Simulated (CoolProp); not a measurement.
The fluid at 239.72 K and 0.00676 MPa is compressed adiabatically to 0.0495 MPa with isentropic efficiency 0.8. The same conditions are run with several fluids, on thermodynamics alone (safety and materials aside).

Values from CoolProp's reference Helmholtz-energy equation of state of each fluid (R236FA: Pan 2012; vinyl chloride: Thol 2022; dry air: Lemmon 2000; R407C: Lemmon 2003; ethane: Bücker 2006). Blends and air are pseudo-pure fits.

Rank R236FA, vinyl chloride, dry air, R407C, ethane by work (kJ/kg), highest first.

dry air (231), ethane (196), vinyl chloride (93.7), R407C (65.2), R236FA (34.8)

| fluid | final temperature (K) | final density (kg/m³) |
|---|---|---|
| R236FA | 286.4 | 3.22 |
| vinyl chloride | 350.4 | 1.07 |
| dry air | 468.1 | 0.368 |
| R407C | 322.7 | 1.60 |
| ethane | 352.5 | 0.509 |
